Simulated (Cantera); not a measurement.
Input (Python, Cantera):

```python
import numpy as np
import cantera as ct

gas = ct.Solution("h2o2.yaml")
gas.TPX = 875, 13332, {'H2': 1.9, 'O2': 1, 'N2': 4.3}
reactor = ct.IdealGasConstPressureReactor(gas, energy="off", clone=False)
net = ct.ReactorNet([reactor])
net.rtol, net.atol = 1e-08, 1e-18
show = ['H2', 'O2', 'OH', 'H', 'O', 'HO2']
times = np.geomspace(4e-05, 1, 10)

steps = ct.SolutionArray(gas, extra=["t"])
rows = []
print(f"{'t/s':>10s}{'T/K':>9s}{'P/Pa':>11s}" + "".join(f"{s:>11s}" for s in show))
for t in times:
    while net.time < t:
        t_next = net.step()
        steps.append(gas.state, t=t_next)
    rows.append([np.interp(t, steps.t, y) for y in (steps.T, steps.P, *steps(*show).X.T)])
    print(f"{t:10.3e}{rows[-1][0]:9.1f}{rows[-1][1]:11.4g}" + "".join(f"{x:11.3e}" for x in rows[-1][2:]))
rate = np.gradient(steps.T, steps.t)
print("integrator steps:", len(steps.t))
if steps.T.max() > steps.T[0] + 200:
    print(f"time of steepest temperature rise: {steps.t[rate.argmax()]:.4e} s")
gas.TPX = 875, 13332, {'H2': 1.9, 'O2': 1, 'N2': 4.3}
gas.equilibrate("TP")
print(f"equilibrium (TP): T = {gas.T:.1f} K  " + "  ".join(f"{s} {gas[s].X[0]:.3e}" for s in show))
```

Result:

```
       t/s      T/K       P/Pa         H2         O2         OH          H          O        HO2
 4.000e-05    875.0  1.333e+04  2.639e-01  1.389e-01  3.942e-14  2.815e-12  1.327e-13  3.004e-12
 1.232e-04    875.0  1.333e+04  2.639e-01  1.389e-01  1.731e-13  1.004e-11  7.046e-13  1.044e-11
 3.796e-04    875.0  1.333e+04  2.639e-01  1.389e-01  1.065e-12  5.770e-11  4.562e-12  5.101e-11
 1.170e-03    875.0  1.333e+04  2.639e-01  1.389e-01  3.811e-11  2.037e-09  1.648e-10  1.448e-09
 3.603e-03    875.0  1.333e+04  2.637e-01  1.388e-01  2.416e-06  8.716e-05  6.988e-06  1.731e-05
 1.110e-02    875.0  1.333e+04  1.845e-02  1.730e-02  8.676e-05  9.159e-04  9.315e-05  8.066e-06
 3.420e-02    875.0  1.333e+04  7.223e-03  1.159e-02  1.386e-05  7.283e-05  1.275e-05  5.384e-06
 1.054e-01    875.0  1.333e+04  4.315e-03  1.014e-02  2.434e-06  8.260e-06  1.941e-06  4.561e-06
 3.246e-01    875.0  1.333e+04  3.607e-03  9.785e-03  8.804e-08  2.670e-07  6.944e-08  3.714e-06
 1.000e+00    875.0  1.333e+04  3.364e-03  9.663e-03  1.044e-07  2.938e-07  7.742e-08  3.669e-06
integrator steps: 1712
equilibrium (TP): T = 875.0 K  H2 1.167e-11  O2 8.000e-03  OH 9.026e-09  H 4.723e-16  O 5.067e-13  HO2 8.616e-12
```

Computed with Cantera and the H2/O2 subset of GRI-Mech 3.0, which has no nitrogen chemistry. Radical loss at walls, strong at low pressure, is not modelled. Below about 950 K walls govern HO2 and H2O2 in real vessels. The temperature is held fixed by assumption; the heat of reaction is taken as removed at once.
